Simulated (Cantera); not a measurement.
A Cantera script and what it prints.

```python
import numpy as np
import cantera as ct

gas_names = [...]  # 49 gases of nasa_gas.yaml made of B, Cl, H, N, O
cond_names = """
    B(b) B(L) BN(s) B2O3(L) B3O3H3(cr) H2O(s) H2O(L) NH4CL(a) NH4CL(b)
""".split()


# ... load() reads the species with a 1 bar reference pressure and builds the phases ...
atoms = {
    'BCl3': {'B': 1, 'CL': 3},
    'H2O': {'H': 2, 'O': 1},
    'N2': {'N': 2},
}
top_T = {'BN(s)': 3200}  # K; cautious upper limits of use, not melting points


# ... equilibrate(T, P, feed) seeds the gas with the atoms and calls Mixture.equilibrate('TP', solver="vcs", rtol=1e-11, max_steps=5000) ...
results = []
feed = {'BCl3': 1, 'H2O': 1.5, 'N2': 10}  # mol
P = 46  # Pa
for T in [1723, 1773, 1823, 1873, 1923, 1973, 2023, 2073]:
    mix = equilibrate(T, P, feed)
    results.append((T, P, feed, dict(zip(mix.species_names, mix.species_moles))))
    x = sorted(zip(gas.X, gas.species_names), reverse=True)
    print(f"T = {T:g} K  P = {P:g} Pa  gas = {mix.phase_moles(0):.4g} mol")
    print("   x: " + "  ".join(f"{s} {v:.3e}" for v, s in x if v > 1e-05))
    print("   condensed (mol): " + ("  ".join(f"{mix.phase(i).name} {mix.phase_moles(i):.4g}"
          for i in range(1, mix.n_phases) if mix.phase_moles(i) > 1e-12) or "none"))
```

Result:

```
T = 1723 K  P = 46 Pa  gas = 13.62 mol
   x: N2 7.344e-01  HCL 1.928e-01  B2O3 2.389e-02  CL 1.558e-02  HBO2 1.234e-02  BOCL 1.192e-02  H2 6.648e-03  BO 7.534e-04  H 6.932e-04  H2O 4.016e-04  HBO 3.712e-04  B2O2 9.153e-05  BO2 8.593e-05
   condensed (mol): none
T = 1773 K  P = 46 Pa  gas = 13.66 mol
   x: N2 7.321e-01  HCL 1.871e-01  B2O3 2.318e-02  CL 2.068e-02  HBO2 1.279e-02  BOCL 1.184e-02  H2 8.510e-03  BO 1.332e-03  H 1.224e-03  HBO 5.042e-04  H2O 4.926e-04  BO2 1.386e-04  B2O2 1.195e-04
   condensed (mol): none
T = 1823 K  P = 46 Pa  gas = 13.72 mol
   x: N2 7.291e-01  HCL 1.802e-01  CL 2.695e-02  B2O3 2.234e-02  HBO2 1.328e-02  BOCL 1.153e-02  H2 1.062e-02  BO 2.240e-03  H 2.082e-03  HBO 6.578e-04  H2O 6.067e-04  BO2 2.197e-04  B2O2 1.484e-04
   condensed (mol): none
T = 1873 K  P = 46 Pa  gas = 13.79 mol
   x: N2 7.252e-01  HCL 1.721e-01  CL 3.450e-02  B2O3 2.133e-02  HBO2 1.381e-02  H2 1.293e-02  BOCL 1.094e-02  BO 3.582e-03  H 3.422e-03  HBO 8.219e-04  H2O 7.540e-04  BO2 3.437e-04  B2O2 1.743e-04  OH 1.549e-05
   condensed (mol): none
T = 1923 K  P = 46 Pa  gas = 13.88 mol
   x: N2 7.204e-01  HCL 1.627e-01  CL 4.337e-02  B2O3 2.011e-02  H2 1.536e-02  HBO2 1.439e-02  BOCL 1.009e-02  H 5.444e-03  BO 5.439e-03  HBO 9.810e-04  H2O 9.482e-04  BO2 5.312e-04  B2O2 1.923e-04  OH 2.893e-05
   condensed (mol): none
T = 1973 K  P = 46 Pa  gas = 13.99 mol
   x: N2 7.146e-01  HCL 1.518e-01  CL 5.352e-02  B2O3 1.864e-02  H2 1.779e-02  HBO2 1.499e-02  BOCL 9.004e-03  H 8.391e-03  BO 7.848e-03  H2O 1.206e-03  HBO 1.117e-03  BO2 8.111e-04  B2O2 1.991e-04  OH 5.398e-05  O 1.875e-05  NO 1.094e-05
   condensed (mol): none
T = 2023 K  P = 46 Pa  gas = 14.13 mol
   x: N2 7.075e-01  HCL 1.397e-01  CL 6.483e-02  H2 2.007e-02  B2O3 1.693e-02  HBO2 1.553e-02  H 1.254e-02  BO 1.078e-02  BOCL 7.770e-03  H2O 1.542e-03  BO2 1.220e-03  HBO 1.215e-03  B2O2 1.936e-04  OH 1.004e-04  O 4.558e-05  NO 2.069e-05
   condensed (mol): none
T = 2073 K  P = 46 Pa  gas = 14.3 mol
   x: N2 6.994e-01  HCL 1.263e-01  CL 7.702e-02  H2 2.203e-02  H 1.820e-02  HBO2 1.588e-02  B2O3 1.499e-02  BO 1.416e-02  BOCL 6.492e-03  H2O 1.963e-03  BO2 1.799e-03  HBO 1.264e-03  OH 1.845e-04  B2O2 1.777e-04  O 1.094e-04  NO 3.901e-05
   condensed (mol): none
```

Cantera equilibrium calculation (NASA polynomials, part measured and part estimated; ideal gas, pure solids and liquids). The tables' values for BOCl are old estimates; treat these amounts as uncertain.
